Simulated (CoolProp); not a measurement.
The fluid at 293.15 K and 2.47 MPa is compressed adiabatically to 7.58 MPa with isentropic efficiency 0.7. The same conditions are run with several fluids, on thermodynamics alone (safety and materials aside).

Computed with CoolProp (reference Helmholtz-energy equation of state of each fluid (oxygen: Schmidt 1985; dry air: Lemmon 2000; carbon dioxide: Span 1996; CF4 (R14): Platzer 1990; C2F6 (R116): Lemmon 2006)). The equations of Platzer and Polt are older, rougher fits. Blends and air are pseudo-pure fits.

Rank oxygen, dry air, carbon dioxide, CF4 (R14), C2F6 (R116) by work (kJ/kg), highest first.

dry air (160), oxygen (143), carbon dioxide (85.7), CF4 (R14) (43.1), C2F6 (R116) (16.5)

```
fluid           final temperature (K)  final density (kg/m³)
--------------  ---------------------  ---------------------
oxygen                          447.0                   64.6
dry air                         450.8                   57.1
carbon dioxide                  403.9                    115
CF4 (R14)                       364.7                    243
C2F6 (R116)                     345.3                    665
```

Above 300 K oxygen's equation is extrapolated.
